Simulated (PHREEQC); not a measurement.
Model water analysis in mg/kgw, 75 °C, pH 2.62, pe 10.4:

| constituent | mg/kgw |
|---|---|
| Na | 448 |
| K | 0.79 |
| Ca | 59.3 |
| Mg | 106 |
| Cl | 350 |
| S(6) as SO4 | 1240 |
| O(0) (dissolved oxygen) | 8.32 |
| Li | 0.683 |

Valence states are taken as typed.

Model: ion-association model, wateq4f.dat, run in PHREEQC.

Each row changes one thing in this solution. No solid was allowed to form.

```csv
case,ionic strength (mol/kgw),SO4-2 (mol/kgw),HSO4- (mol/kgw),Mg+2 (mol/kgw),Ca+2 (mol/kgw),MgOH+ (mol/kgw),SI of Gypsum (CaSO4:2H2O),SI of Epsomite (MgSO4:7H2O)
as made,0.0373,0.00667,0.00314,0.00212,0.00102,8.86e-11,-1.11,-3.65
temperature from 75 to 50 °C at the same typed pH,[?],[?],0.00197,0.00242,0.00101,1.73e-11,-1.11,-3.36
Ca from 59.3 to 178 mg/kgw,0.0410,[?],0.00289,0.00224,0.00316,[?],-0.66,-3.68
```

Task: Complete the blanks.

Result: 
- temperature from 75 to 50 °C at the same typed pH, ionic strength (mol/kgw): 0.0402
- temperature from 75 to 50 °C at the same typed pH, SO4-2 (mol/kgw): 0.00810
- Ca from 59.3 to 178 mg/kgw, SO4-2 (mol/kgw): 0.00626
- Ca from 59.3 to 178 mg/kgw, MgOH+ (mol/kgw): 9.22e-11

At this temperature some constants are extrapolated from 25 °C, and those without enthalpy data are left unchanged.
